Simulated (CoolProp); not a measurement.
Normal hydrogen along the isotherm -215.25 °C: fugacity coefficient from the reference equation and from simpler models built on Tc = -240.0 °C, pc = 12.96 bar, ω = -0.219; each cubic takes its own stable root.

The numbers come from the reference Helmholtz-energy equation of state, Leachman 2009 in CoolProp.

```
p (bar)          phase   reference  Redlich-Kwong  Soave-Redlich-Kwong
-------  -------------  ----------  -------------  -------------------
3.24               gas      0.9841         0.9861               0.9805
6.48               gas      0.9684         0.9728               0.9615
9.72               gas      0.9529         0.9599           (withheld)
13       supercritical      0.9377     (withheld)               0.9251
16.2     supercritical      0.9231         0.9358           (withheld)
19.4     supercritical      0.9090         0.9247               0.8918
22.7     supercritical  (withheld)         0.9137               0.8756
25.9     supercritical      0.8817     (withheld)               0.8606
29.2     supercritical  (withheld)         0.8939               0.8458
32.4     supercritical  (withheld)         0.8850           (withheld)
```

### Question
Complete the blanks.

### Answer

- 9.72, Soave-Redlich-Kwong: 0.9431
- 13, Redlich-Kwong: 0.9475
- 16.2, Soave-Redlich-Kwong: 0.9081
- 22.7, reference: 0.8949
- 25.9, Redlich-Kwong: 0.9037
- 29.2, reference: 0.8685
- 32.4, reference: 0.8563
- 32.4, Soave-Redlich-Kwong: 0.8322
